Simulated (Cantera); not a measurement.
Feed: 1 mol Cu, 5.6 mol NH3, 5.5 mol H2, held at 1.10 bar.

These are equilibrium values from Cantera (NASA tables, ideal gas, pure condensed phases), not measurements of a reactor. Candidate condensed phases: Cu; 11 gas species. The numbers say what is thermodynamically allowed, not how fast it happens. All values below are at 1052 °C.

Base state: H2 0.832, N2 0.168, NH3 3.85e-5 (mole fractions); condensed: Cu(s).

### Question
What changes in the equilibrium state with this change: Cu replaced by Ni?

### Answer
| species | before | after |
|---|---|---|
| H2 | 0.832 | 0.832 |
| N2 | 0.168 | 0.168 |
| NH3 | 3.85e-5 | 3.85e-5 |
| Cu(s), mol | 1.000 | 0 |
| Ni(s), mol | 0 | 1.00 |
Further candidate phases: Ni.
